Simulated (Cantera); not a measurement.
Charge: 1 mol Si, 10 mol HBr, 0.52 mol N2, equilibrated at 2.30 Pa.

Method: chemical equilibrium by Gibbs-energy minimisation in Cantera with the NASA 1993 tables (ideal gas, pure condensed phases). Candidate condensed phases: Br2, Si, Si3N4; 28 gas species. N2 is the only nitrogen source here; it is nearly inert below about 1500 K, so the nitride shown seldom forms there in practice. The tables' values for SiBr, SiBr3 are old estimates; treat these amounts as uncertain. The numbers say what is thermodynamically allowed, not how fast it happens.

x: gas mole fraction; n: condensed amount in mol.

```tsv
T (°C)	x HBr	x Br	x H2	x SiBr2	x SiBr4	x N2	x H	n Si3N4(s)
427	0.705	5.64e-7	0.169	1.82e-9	0.0847	0.0412	2.17e-12	0.0627
527	0.718	1.50e-5	0.162	6.95e-7	0.0811	0.0388	2.43e-10	0.0740
627	0.727	0.000193	0.157	6.98e-5	0.0785	0.0372	9.67e-9	0.0814
727	0.730	0.00149	0.154	0.00269	0.0745	0.0369	1.86e-7	0.0823
827	0.699	(withheld)	0.150	(withheld)	(withheld)	0.0483	(withheld)	(withheld)
927	0.699	0.0339	0.123	0.0812	0.00991	0.0492	1.44e-5	0
1027	0.629	0.0935	0.139	0.0884	0.000927	0.0472	8.60e-5	0
1127	(withheld)	(withheld)	(withheld)	0.0857	(withheld)	0.0449	(withheld)	0
1227	0.366	0.286	0.223	0.0809	6.14e-6	0.0423	0.00173	0
1327	0.241	0.376	0.261	0.0747	5.38e-7	0.0399	0.00579	0
1427	0.149	0.448	0.277	0.0585	4.61e-8	0.0374	0.0162	0
```

What belongs in the gaps?


- 1127, x HBr: 0.507
- 1127, x Br: 0.183
- 1127, x H2: 0.178
- 1127, x SiBr4: 7.45e-5
- 1127, x H: 0.000428
- 827, x Br: 0.00765
- 827, x SiBr2: 0.0402
- 827, x SiBr4: 0.0501
- 827, x H: 2.09e-6
- 827, n Si3N4(s): 0.0185
